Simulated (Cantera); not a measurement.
# Adiabatic ignition

An adiabatic, constant-pressure homogeneous reactor starts with 13.1 % CH4, 17.4 % O2, 65.6 % N2, 3.93 % CO2, equivalence ratio 1.5, at 1125 K and 5.00 bar.

Model: GRI-Mech 3.0 (53 species, 325 reactions), integrated in Cantera.

```json
[
 {"t (s)": "1.00e-6", "T (K)": "1125", "x CH4": "0.131", "x O2": "0.174", "x CO2": "0.0393", "x C2H2": "<1e-12", "x NO2": "<1e-12", "x NO": "<1e-12", "x H2": "1.35e-12"},
 {"t (s)": "4.68e-6", "T (K)": "1125", "x CH4": "0.131", "x O2": "0.174", "x CO2": "0.0393", "x C2H2": "<1e-12", "x NO2": "<1e-12", "x NO": "<1e-12", "x H2": "9.00e-12"},
 {"t (s)": "2.19e-5", "T (K)": "1125", "x CH4": "0.131", "x O2": "0.174", "x CO2": "0.0393", "x C2H2": "<1e-12", "x NO2": "<1e-12", "x NO": "<1e-12", "x H2": "8.63e-11"},
 {"t (s)": "0.000102", "T (K)": "1125", "x CH4": "0.131", "x O2": "0.174", "x CO2": "0.0393", "x C2H2": "<1e-12", "x NO2": "<1e-12", "x NO": "<1e-12", "x H2": "1.66e-9"},
 {"t (s)": "0.000478", "T (K)": "1125", "x CH4": "0.131", "x O2": "0.174", "x CO2": "0.0393", "x C2H2": "<1e-12", "x NO2": "<1e-12", "x NO": "<1e-12", "x H2": "7.31e-8"},
 {"t (s)": "0.00224", "T (K)": "1125", "x CH4": "0.131", "x O2": "0.174", "x CO2": "0.0393", "x C2H2": "1.36e-12", "x NO2": "<1e-12", "x NO": "<1e-12", "x H2": "1.90e-6"},
 {"t (s)": "0.0105", "T (K)": "1126", "x CH4": "0.131", "x O2": "0.174", "x CO2": "0.0393", "x C2H2": "1.90e-10", "x NO2": "<1e-12", "x NO": "<1e-12", "x H2": "2.52e-5"},
 {"t (s)": "0.0489", "T (K)": "2452", "x CH4": "1.08e-11", "x O2": "4.33e-5", "x CO2": "0.0531", "x C2H2": "<1e-12", "x NO2": "7.57e-9", "x NO": "0.000252", "x H2": "0.0579"},
 {"t (s)": "0.229", "T (K)": "2452", "x CH4": "1.08e-11", "x O2": "4.33e-5", "x CO2": "0.0531", "x C2H2": "<1e-12", "x NO2": "7.96e-9", "x NO": "0.000265", "x H2": "0.0579"},
 {"t (s)": "1.07", "T (K)": "2452", "x CH4": "1.08e-11", "x O2": "4.33e-5", "x CO2": "0.0531", "x C2H2": "<1e-12", "x NO2": "7.96e-9", "x NO": "0.000265", "x H2": "0.0579"},
 {"t (s)": "5.00", "T (K)": "2452", "x CH4": "1.08e-11", "x O2": "4.33e-5", "x CO2": "0.0531", "x C2H2": "<1e-12", "x NO2": "7.96e-9", "x NO": "0.000265", "x H2": "0.0579"}
]
```
x: mole fraction; the columns are a selection and need not sum to one.

| Quantity | Value |
|---|---|
| time of steepest temperature rise | 36.0 ms |
| temperature at 5.00 s | 2452 K |
| equilibrium temperature | 2452 K |
| x(CH4) at 5.00 s | 1.08e-11 (gas-phase equilibrium 1.22e-11) |
| x(O2) at 5.00 s | 4.33e-5 (gas-phase equilibrium 4.33e-5) |
| x(CO2) at 5.00 s | 0.0531 (gas-phase equilibrium 0.0531) |
